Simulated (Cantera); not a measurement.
Charge: 1 mol MgCO₃, 0.081 mol H₂, 0.08 mol H₂O, equilibrated at 1475 K and 0.133 bar.

Method: chemical equilibrium by Gibbs-energy minimisation in Cantera with the NASA 1993 tables (ideal gas, pure condensed phases). Candidate condensed phases: C, C₆H₆, C₇H₈, C₈H₁₈, H₂O, Mg, MgCO₃, MgO, Mg(OH)₂; 116 gas species. Rates play no part.

Base state: CO₂ 0.796, H₂O 0.134, CO 0.0653, H₂ 0.00444 (mole fractions); condensed: MgO(s).

Task: What changes in the equilibrium state with this change: temperature from 1475 K to 525 K?

Result: 
| species | before | after |
|---|---|---|
| H₂O | 0.134 | 0.791 |
| CH₄ | <1e-9 | 0.122 |
| H₂ | 0.00444 | 0.0652 |
| CO₂ | 0.796 | 0.0219 |
| CO | 0.0653 | 2.08e-5 |
| MgO(s), mol | 1.00 | 0.0211 |
| MgCO₃(s), mol | 0 | 0.979 |

Task: What changes in the equilibrium state with this change: temperature from 1475 K to 2223 K?

Result: 
| species | before | after |
|---|---|---|
| CO₂ | 0.796 | 0.737 |
| H₂O | 0.134 | 0.129 |
| CO | 0.0653 | 0.105 |
| O₂ | 1.24e-8 | 0.0184 |
| Mg | <1e-9 | 5.27e-5 |
| O | <1e-9 | 0.00116 |
| MgOH | <1e-9 | 1.90e-5 |
| OH | 1.88e-6 | 0.00558 |
| MgO(s), mol | 1.00 | 1.000 |

Task: What changes in the equilibrium state with this change: H₂ from 0.081 to 0.6 mol?

Result: 
```
species       before    after
-----------  -------  -------
CO₂            0.796    0.335
H₂O            0.134    0.308
CO            0.0653    0.261
H₂           0.00444   0.0966
H            2.37e-6  1.10e-5
MgO(s), mol     1.00     1.00
```
